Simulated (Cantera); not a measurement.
An isothermal, constant-pressure homogeneous reactor starts with CH₄ : N₂ = 1 : 170 (molar parts), at 1775 K and 51.0 Torr.

Cantera simulation using GRI-Mech 3.0 (53 species, 325 reactions); the numbers are that mechanism's predictions, not measurements. GRI-Mech 3.0 stops at C3 and has no aromatics, soot or wall deposition, so with more carbon than oxygen in the feed, carbon stays in small species such as C2H2 where larger ones or solid carbon would form.

Question: Predict: x(CH₄) at 4.00 s; x(C₂H) at 4.00 s; x(CH₂) at 4.00 s; x(C₂H₂) at 4.00 s; x(HCN) at 4.00 s; x(H) at 4.00 s.

Answer: 
| Property | Result |
|---|---|
| x(CH₄) at 4.00 s | 1.70e-6 (gas-phase equilibrium 3.58e-8) |
| x(C₂H) at 4.00 s | 2.52e-7 (gas-phase equilibrium 8.28e-9) |
| x(CH₂) at 4.00 s | 4.65e-9 (gas-phase equilibrium 1.15e-10) |
| x(C₂H₂) at 4.00 s | 0.00288 (gas-phase equilibrium 8.78e-5) |
| x(HCN) at 4.00 s | 5.95e-5 (gas-phase equilibrium 0.00564) |
| x(H) at 4.00 s | 9.68e-5 (gas-phase equilibrium 0.000104) |
